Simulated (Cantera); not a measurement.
A closed system holds: 1 mol Si3N4, 0.013 mol N2O, 1.5 mol N2, equilibrated at 0.00825 Torr.

Equilibrium computed with Cantera from the NASA thermochemical tables; the gas is ideal and each condensed phase is pure. Candidate condensed phases: Si, SiO2, Si2N2O, Si3N4; 16 gas species. Mutual solubility and eutectic melting of coexisting phases are not modelled. Rates play no part.

Task: Which condensed phases are stable at each of these points (T (°C)): 727, 802, 877, 952, 1027, 1102, 1177, 1252, 1327, 1402, 1477, 1552, 1627, 1702?

Result: 
```json
[
 {"T (°C)": "727", "condensed phases": "Si2N2O(s) + Si3N4(s)", "Si condensed (%)": "100.0"},
 {"T (°C)": "802", "condensed phases": "Si2N2O(s) + Si3N4(s)", "Si condensed (%)": "100.0"},
 {"T (°C)": "877", "condensed phases": "Si2N2O(s) + Si3N4(s)", "Si condensed (%)": "100.0"},
 {"T (°C)": "952", "condensed phases": "Si2N2O(s) + Si3N4(s)", "Si condensed (%)": "100.0"},
 {"T (°C)": "1027", "condensed phases": "Si2N2O(s) + Si3N4(s)", "Si condensed (%)": "100.0"},
 {"T (°C)": "1102", "condensed phases": "Si2N2O(s) + Si3N4(s)", "Si condensed (%)": "99.9"},
 {"T (°C)": "1177", "condensed phases": "Si(s)", "Si condensed (%)": "99.5"},
 {"T (°C)": "1252", "condensed phases": "Si(s)", "Si condensed (%)": "99.4"},
 {"T (°C)": "1327", "condensed phases": "Si(s)", "Si condensed (%)": "98.5"},
 {"T (°C)": "1402", "condensed phases": "Si(s)", "Si condensed (%)": "94.6"},
 {"T (°C)": "1477", "condensed phases": "Si(l)", "Si condensed (%)": "80.6"},
 {"T (°C)": "1552", "condensed phases": "Si(l)", "Si condensed (%)": "14.4"},
 {"T (°C)": "1627", "condensed phases": "gas only", "Si condensed (%)": "0.0"},
 {"T (°C)": "1702", "condensed phases": "gas only", "Si condensed (%)": "0.0"}
]
```

From 727 °C to 1102 °C the condensed part is Si2N2O(s) + Si3N4(s). From 1177 °C to 1402 °C the condensed part is Si(s). From 1477 °C to 1552 °C the condensed part is Si(l). From 1627 °C to 1702 °C nothing is condensed.
